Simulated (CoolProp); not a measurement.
A single-stage vapour-compression cycle with nitrous oxide: evaporating at 245.15 K (dew point), condensing at 281.15 K (bubble point), superheat 10 K, subcooling 5 K, compressor efficiency 0.7, no pressure losses. Each further row changes one setting.

The numbers come from the reference Helmholtz-energy equation of state, Lemmon 2006 in CoolProp. It is a short technical equation, of lower accuracy than the large ones.

```json
[
 {"case": "as stated", "cooling COP": "…", "pressure ratio": "2.71", "discharge temperature (K)": "340.9", "refrigerating effect (kJ/kg)": "239", "volumetric capacity (kJ/m³)": "8110"},
 {"case": "evaporating temperature 250.15 K", "cooling COP": "4.43", "pressure ratio": "…", "discharge temperature (K)": "332.3", "refrigerating effect (kJ/kg)": "240", "volumetric capacity (kJ/m³)": "9510"},
 {"case": "condensing temperature 276.15 K", "cooling COP": "…", "pressure ratio": "2.40", "discharge temperature (K)": "329.4", "refrigerating effect (kJ/kg)": "250", "volumetric capacity (kJ/m³)": "…"},
 {"case": "subcooling 10 K", "cooling COP": "3.83", "pressure ratio": "2.71", "discharge temperature (K)": "340.9", "refrigerating effect (kJ/kg)": "250", "volumetric capacity (kJ/m³)": "8490"},
 {"case": "superheat 20 K", "cooling COP": "3.59", "pressure ratio": "2.71", "discharge temperature (K)": "…", "refrigerating effect (kJ/kg)": "250", "volumetric capacity (kJ/m³)": "7980"},
 {"case": "compressor efficiency 0.6", "cooling COP": "3.13", "pressure ratio": "2.71", "discharge temperature (K)": "350.4", "refrigerating effect (kJ/kg)": "239", "volumetric capacity (kJ/m³)": "8110"}
]
```

What belongs in the gaps?


- as stated, cooling COP: 3.66
- evaporating temperature 250.15 K, pressure ratio: 2.32
- condensing temperature 276.15 K, cooling COP: 4.42
- condensing temperature 276.15 K, volumetric capacity (kJ/m³): 8480
- superheat 20 K, discharge temperature (K): 353.9
